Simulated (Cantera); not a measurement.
**Thermodynamics of silicon etching in halogen gases, feed Si + NF₃**

Feed: 1 mol Si, a varied amount of NF₃, at 975 K and 1600 Pa.

Equilibrium computed with Cantera from the NASA thermochemical tables; the gas is ideal and each condensed phase is pure. Candidate condensed phases: Si, Si₃N₄; 16 gas species. The tables' values for SiF₃ are old estimates; treat these amounts as uncertain. Rates play no part.

```json
[
 {"n(NF₃) (mol)": "0.64", "log p SiF₄": "-1.80", "log p N₂": "-11.29", "log p F": "<-13", "log p F₂": "<-13", "log p SiF₃": "-4.71", "n Si(s)": "0.0399", "n Si₃N₄(s)": "0.160"},
 {"n(NF₃) (mol)": "0.79", "log p SiF₄": "-1.88", "log p N₂": "-2.56", "log p F": "<-13", "log p F₂": "<-13", "log p SiF₃": "-6.23", "n Si(s)": "0", "n Si₃N₄(s)": "0.136"},
 {"n(NF₃) (mol)": "0.95", "log p SiF₄": "-1.94", "log p N₂": "-2.34", "log p F": "<-13", "log p F₂": "<-13", "log p SiF₃": "-6.31", "n Si(s)": "0", "n Si₃N₄(s)": "0.0958"},
 {"n(NF₃) (mol)": "1.1", "log p SiF₄": "-1.98", "log p N₂": "-2.26", "log p F": "<-13", "log p F₂": "<-13", "log p SiF₃": "-6.36", "n Si(s)": "0", "n Si₃N₄(s)": "0.0583"},
 {"n(NF₃) (mol)": "1.3", "log p SiF₄": "-2.01", "log p N₂": "-2.20", "log p F": "<-13", "log p F₂": "<-13", "log p SiF₃": "-6.39", "n Si(s)": "0", "n Si₃N₄(s)": "0.00833"},
 {"n(NF₃) (mol)": "1.4", "log p SiF₄": "-2.07", "log p N₂": "-2.22", "log p F": "-2.92", "log p F₂": "-3.60", "log p SiF₃": "<-13", "n Si(s)": "0", "n Si₃N₄(s)": "0"},
 {"n(NF₃) (mol)": "1.6", "log p SiF₄": "-2.18", "log p N₂": "-2.27", "log p F": "-2.56", "log p F₂": "-2.89", "log p SiF₃": "<-13", "n Si(s)": "0", "n Si₃N₄(s)": "0"},
 {"n(NF₃) (mol)": "1.8", "log p SiF₄": "-2.26", "log p N₂": "-2.31", "log p F": "-2.46", "log p F₂": "-2.68", "log p SiF₃": "<-13", "n Si(s)": "0", "n Si₃N₄(s)": "0"},
 {"n(NF₃) (mol)": "1.9", "log p SiF₄": "-2.30", "log p N₂": "-2.32", "log p F": "-2.43", "log p F₂": "-2.62", "log p SiF₃": "<-13", "n Si(s)": "0", "n Si₃N₄(s)": "0"},
 {"n(NF₃) (mol)": "2.1", "log p SiF₄": "-2.36", "log p N₂": "-2.34", "log p F": "-2.38", "log p F₂": "-2.53", "log p SiF₃": "<-13", "n Si(s)": "0", "n Si₃N₄(s)": "0"},
 {"n(NF₃) (mol)": "2.2", "log p SiF₄": "-2.39", "log p N₂": "-2.35", "log p F": "-2.37", "log p F₂": "-2.50", "log p SiF₃": "<-13", "n Si(s)": "0", "n Si₃N₄(s)": "0"},
 {"n(NF₃) (mol)": "2.4", "log p SiF₄": "-2.44", "log p N₂": "-2.36", "log p F": "-2.35", "log p F₂": "-2.45", "log p SiF₃": "<-13", "n Si(s)": "0", "n Si₃N₄(s)": "0"},
 {"n(NF₃) (mol)": "2.5", "log p SiF₄": "-2.47", "log p N₂": "-2.37", "log p F": "-2.34", "log p F₂": "-2.43", "log p SiF₃": "<-13", "n Si(s)": "0", "n Si₃N₄(s)": "0"}
]
```
log p: log10 of the partial pressure in bar; n: condensed amount in mol.

At 0.64 mol NF₃ the condensed part is Si(s) + Si₃N₄(s). From 0.79 mol NF₃ to 1.3 mol NF₃ the condensed part is Si₃N₄(s). From 1.4 mol NF₃ to 2.5 mol NF₃ nothing is condensed. The main Si-bearing gas is SiF₄ throughout.
